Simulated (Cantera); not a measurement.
A perfectly stirred reactor is fed with 45.0 % H2, 55.0 % O2, at 20.0 Torr; it is held at 950 K, and followed from long to short residence time.

Model: the H2/O2 subset of GRI-Mech 3.0, which has no nitrogen chemistry, integrated in Cantera. Radical loss at walls, strong at low pressure, is not modelled. The temperature is held fixed by assumption; the heat of reaction is taken as removed at once.

One state of this run: x H2 = 0.00709; x O2 = 0.421; x OH = 0.000541; x H = 0.000391; x H2O2 = 1.97e-6; x HO2 = 3.59e-5; x H2O = 0.571. x: mole fraction; the columns are a selection and need not sum to one.

Which value of τ (s) does it belong to?
A. 0.41
B. 19
C. 1.5
D. 0.031

A, 0.41
